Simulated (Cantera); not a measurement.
# SiH4 + NH3 (silicon nitride deposition)

A closed system holds: 1 mol SiH4, 9.9 mol NH3, held at 11.0 Pa.

These are equilibrium values from Cantera (NASA tables, ideal gas, pure condensed phases), not measurements of a reactor. Candidate condensed phases: Si, Si3N4; 18 gas species. The tables' values for SiN are old estimates; treat these amounts as uncertain. Gases not in the tables: Si2H6 and higher silanes. Kinetics and transport are ignored.

```csv
T (°C),x H2,x N2,x H,x Si,x SiH,x Si2,n Si3N4(s),n Si(s),n Si(l)
1027,0.797,0.203,9.42e-5,3.12e-8,2.43e-9,<1e-12,0.333,0,0
1077,0.797,0.203,0.000203,3.35e-7,2.00e-8,2.40e-11,0.333,0,0
1127,0.797,0.203,0.000414,3.03e-6,1.41e-7,7.28e-10,0.333,0,0
1177,0.797,0.203,0.000805,2.35e-5,8.72e-7,1.74e-8,0.333,0,0
1227,0.772,0.227,0.00147,9.57e-5,2.83e-6,1.22e-7,0,0.998,0
1277,0.770,0.227,0.00264,0.000302,7.31e-6,5.45e-7,0,0.993,0
1327,0.768,0.226,0.00454,0.000886,1.78e-5,2.21e-6,0,0.980,0
1377,0.764,0.226,0.00757,0.00244,4.08e-5,8.21e-6,0,0.944,0
1427,0.757,0.224,0.0122,0.00617,8.71e-5,2.70e-5,0,0,0.858
1477,0.745,0.222,0.0191,0.0136,0.000163,7.06e-5,0,0,0.684
1527,0.724,0.217,0.0291,0.0289,0.000294,0.000174,0,0,0.318
```
x: gas mole fraction; n: condensed amount in mol.

From 1027 °C to 1177 °C the condensed part is Si3N4(s). From 1227 °C to 1377 °C the condensed part is Si(s). From 1427 °C to 1527 °C the condensed part is Si(l). The main Si-bearing gas is Si throughout.
